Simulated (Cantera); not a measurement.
Input (Python, Cantera):

```python
import numpy as np
import cantera as ct

gas = ct.Solution("gri30.yaml")
gas.TPX = 1923, 100000, {'CH4': 1, 'CO2': 1.9, 'H2': 1.1}
reactor = ct.IdealGasConstPressureReactor(gas, energy="off", clone=False)
net = ct.ReactorNet([reactor])
net.rtol, net.atol = 1e-08, 1e-18
show = ['CH4', 'CO2', 'H2', 'OH', 'HO2']
times = np.geomspace(8e-06, 100, 11)

steps = ct.SolutionArray(gas, extra=["t"])
rows = []
print(f"{'t/s':>10s}{'T/K':>9s}{'P/Pa':>11s}" + "".join(f"{s:>11s}" for s in show))
for t in times:
    while net.time < t:
        t_next = net.step()
        steps.append(gas.state, t=t_next)
    rows.append([np.interp(t, steps.t, y) for y in (steps.T, steps.P, *steps(*show).X.T)])
    print(f"{t:10.3e}{rows[-1][0]:9.1f}{rows[-1][1]:11.4g}" + "".join(f"{x:11.3e}" for x in rows[-1][2:]))
rate = np.gradient(steps.T, steps.t)
print("integrator steps:", len(steps.t))
if steps.T.max() > steps.T[0] + 200:
    print(f"time of steepest temperature rise: {steps.t[rate.argmax()]:.4e} s")
gas.TPX = 1923, 100000, {'CH4': 1, 'CO2': 1.9, 'H2': 1.1}
gas.equilibrate("TP")
print(f"equilibrium (TP): T = {gas.T:.1f} K  " + "  ".join(f"{s} {gas[s].X[0]:.3e}" for s in show))
```

It prints:

```
       t/s      T/K       P/Pa        CH4        CO2         H2         OH        HO2
 8.000e-06   1923.0      1e+05  2.484e-01  4.745e-01  2.753e-01  1.642e-06  4.183e-12
 4.100e-05   1923.0      1e+05  2.392e-01  4.689e-01  2.772e-01  5.810e-06  7.399e-12
 2.101e-04   1923.0      1e+05  1.812e-01  4.174e-01  3.028e-01  1.026e-05  1.097e-11
 1.077e-03   1923.0      1e+05  7.106e-02  2.493e-01  3.001e-01  2.333e-05  1.714e-11
 5.519e-03   1923.0      1e+05  1.442e-02  8.258e-02  2.531e-01  4.297e-05  1.904e-11
 2.828e-02   1923.0      1e+05  8.291e-03  5.165e-02  3.281e-01  2.648e-05  6.810e-12
 1.450e-01   1923.0      1e+05  2.000e-03  3.341e-02  3.895e-01  1.626e-05  2.620e-12
 7.429e-01   1923.0      1e+05  8.847e-08  3.138e-02  3.976e-01  1.534e-05  2.342e-12
 3.807e+00   1923.0      1e+05  1.739e-08  3.138e-02  3.976e-01  1.534e-05  2.342e-12
 1.951e+01   1923.0      1e+05  1.739e-08  3.138e-02  3.976e-01  1.534e-05  2.342e-12
 1.000e+02   1923.0      1e+05  1.739e-08  3.138e-02  3.976e-01  1.534e-05  2.342e-12
integrator steps: 1820
equilibrium (TP): T = 1923.0 K  CH4 1.995e-08  CO2 3.138e-02  H2 3.976e-01  OH 1.534e-05  HO2 2.342e-12
```

Cantera simulation using GRI-Mech 3.0 (53 species, 325 reactions); the numbers are that mechanism's predictions, not measurements.
